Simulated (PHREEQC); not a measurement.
0.055 g of hydrous ferric oxide (600 m²/g; 0.2 weak and 0.005 strong sites per Fe, Dzombak-Morel constants, diffuse double layer) in 1 kg of water with 0.05 mol/kgw of an inert sodium salt, at 25 °C; the pH is set by adding NaOH or the inert anion's acid. Oxygen is held at 0.21 atm. The system is closed to CO2. No solid was allowed to form.

Base run: PHREEQC, ion-association model, wateq4f.dat. Each further column changes one thing. The table gives surface charge σ (C/m²).

| pH | base | background salt from 0.05 to 0.005 mol/kgw | oxide from 0.055 to 0.28 g/kgw | 0.00031 mol/kgw SrCl2 added |
|---|---|---|---|---|
| 3 | 0.357 | … | 0.357 | 0.357 |
| 4 | 0.294 | … | 0.294 | 0.295 |
| 4.5 | 0.238 | 0.131 | 0.238 | 0.239 |
| 5.5 | 0.130 | … | 0.130 | 0.131 |
| 6.5 | 0.058 | … | 0.058 | 0.058 |
| 7.5 | 0.017 | … | 0.017 | 0.018 |
| 8 | 0.003 | … | 0.003 | 0.005 |
| 9 | -0.026 | … | -0.026 | -0.017 |

### Question
Complete the blanks.

### Answer

- 3, background salt from 0.05 to 0.005 mol/kgw: 0.302
- 4, background salt from 0.05 to 0.005 mol/kgw: 0.182
- 5.5, background salt from 0.05 to 0.005 mol/kgw: 0.059
- 6.5, background salt from 0.05 to 0.005 mol/kgw: 0.023
- 7.5, background salt from 0.05 to 0.005 mol/kgw: 0.006
- 8, background salt from 0.05 to 0.005 mol/kgw: 0.001
- 9, background salt from 0.05 to 0.005 mol/kgw: -0.009

The oxide is taken as insoluble; below pH 4 it would dissolve.
